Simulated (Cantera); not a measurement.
Pyrogenic steam for wet oxidation

An isothermal, constant-pressure homogeneous reactor starts with H2 : O2 : N2 = 1 : 1 : 9.5 (molar parts), equivalence ratio 0.50, at 825 K and 750 Torr.

Model: GRI-Mech 3.0 (53 species, 325 reactions), integrated in Cantera. Below about 950 K walls govern HO2 and H2O2 in real vessels. The temperature is held fixed by assumption; the heat of reaction is taken as removed at once.

```csv
t (s),x H2,x O2,x H2O,x N2O,x OH,x NO,x O
0.000300,0.0870,0.0870,1.09e-12,<1e-12,<1e-12,<1e-12,<1e-12
0.000944,0.0870,0.0870,3.63e-12,<1e-12,<1e-12,<1e-12,<1e-12
0.00297,0.0870,0.0870,1.17e-11,<1e-12,<1e-12,<1e-12,<1e-12
0.00935,0.0870,0.0870,3.86e-11,<1e-12,<1e-12,<1e-12,<1e-12
0.0294,0.0870,0.0870,1.37e-10,<1e-12,<1e-12,<1e-12,<1e-12
0.0926,0.0870,0.0870,6.25e-10,<1e-12,<1e-12,<1e-12,<1e-12
0.292,0.0870,0.0870,5.45e-9,<1e-12,<1e-12,<1e-12,<1e-12
0.917,0.0870,0.0870,1.52e-7,<1e-12,<1e-12,<1e-12,1.52e-12
2.89,0.0869,0.0869,1.32e-5,2.17e-12,2.04e-11,<1e-12,2.64e-11
9.09,0.0859,0.0864,0.000999,5.71e-11,4.67e-10,<1e-12,4.58e-10
28.6,0.0659,0.0767,0.0216,8.19e-10,1.69e-9,<1e-12,1.21e-9
90.0,0.0187,0.0543,0.0712,3.64e-9,2.41e-9,<1e-12,1.20e-9
```
x: mole fraction; the columns are a selection and need not sum to one.

Equilibrium at this temperature and pressure: H2 <1e-12, O2 0.0455, H2O 0.0909, N2O 1.60e-10, OH 1.19e-9, NO 1.49e-6, O <1e-12 (gas phase only).
